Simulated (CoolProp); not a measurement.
Vapour-liquid equilibrium of n-hexane (1) + cyclohexane (2) at 58.85 °C; x and y are mole fractions of (1).

Values from CoolProp's multi-fluid Helmholtz-energy mixture model, Thol 2019 and Zhou 2014; pair parameters Bell 2016.

Task: Give the bubble pressure and the first vapour's composition at x = 0.2, 0.425, 0.8. Is there an azeotrope?

Result: x = 0.2: 0.05581 MPa, y = 0.279; x = 0.425: 0.06146 MPa, y = 0.520; x = 0.8: 0.06956 MPa, y = 0.846. No azeotrope shows between x = 0.05 and 0.95.

Pair parameters are fitted to limited data, so mixtures are less certain than the pure fluids.
